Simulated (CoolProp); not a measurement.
Vapour-liquid equilibrium of R1234ze(E) (1) + n-pentane (2) at 340.6 K; x and y are mole fractions of (1).

The numbers come from the multi-fluid Helmholtz-energy mixture model, Thol 2016 and Thol 2019; pair parameters Bell 2016 in CoolProp.

Problem. Give the bubble pressure and the first vapour's composition at x = 0.05, 0.35, 0.65. Is there an azeotrope?

Solution. x = 0.05: 0.3887 MPa, y = 0.325; x = 0.35: 0.9255 MPa, y = 0.751; x = 0.65: 1.224 MPa, y = 0.854. No azeotrope shows between x = 0.05 and 0.95.

The pair parameters rest on a limited set of measurements; away from them the model extrapolates.
